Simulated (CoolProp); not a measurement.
Saturation properties of R245ca.

Computed with CoolProp (reference Helmholtz-energy equation of state, Zhou 2016).

```
T (K)    p (MPa)  liquid density (kg/m³)  vapour density (kg/m³)  liquid cp (kJ/(kg K))  surface tension (mN/m)
-----  ---------  ----------------------  ----------------------  ---------------------  ----------------------
216.7  0.0008945                    1579                 0.06661                  1.318                    26.9
223.1   0.001522                    1564                  0.1101                  1.316                    26.1
229.6   0.002513                    1549                  0.1769                  1.317                    25.3
236.1   0.004010                    1535                  0.2747                  1.318                    24.4
242.6   0.006200                    1520                  0.4139                  1.321                    23.6
249.1   0.009317                    1505                  0.6068                  1.325                    22.7
255.6    0.01364                    1490                  0.8678                  1.329                    21.9
262.1    0.01951                    1474                   1.213                  1.335                    21.0
268.5    0.02716                    1459                   1.655                  1.341                    20.2
275      0.03727                    1444                   2.226                  1.348                    19.3
281.5    0.05023                    1428                   2.945                  1.356                    18.5
288      0.06658                    1412                   3.836                  1.365                    17.6
294.5    0.08690                    1396                   4.928                  1.374                    16.8
301       0.1119                    1380                   6.251                  1.383                    15.9
```

It boils at 298.4 K under 1 atm.

Surface tension comes from a separate correlation (Mulero 2012).
